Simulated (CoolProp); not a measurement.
A Linde-Hampson liquefier for ethylene: isothermal reversible compression at 320 K from 1 atm to 40 MPa, throttling to 1 atm, return gas leaving the recuperator 2 K below the feed. Each further row changes one setting.

Model: reference Helmholtz-energy equation of state, Smukala 2000, in CoolProp.

| case | liquid yield per pass | compression work (kJ/kg of gas) |
|---|---|---|
| as stated | 0.425 | 468 |
| high pressure 80 MPa | ___ | 554 |
| warm-end temperature 350 K | ___ | ___ |
| warm-end gap 7 K | 0.418 | 468 |

Q: Some entries are withheld; supply them.

A: 
- high pressure 80 MPa, liquid yield per pass: 0.382
- warm-end temperature 350 K, liquid yield per pass: 0.359
- warm-end temperature 350 K, compression work (kJ/kg of gas): 539
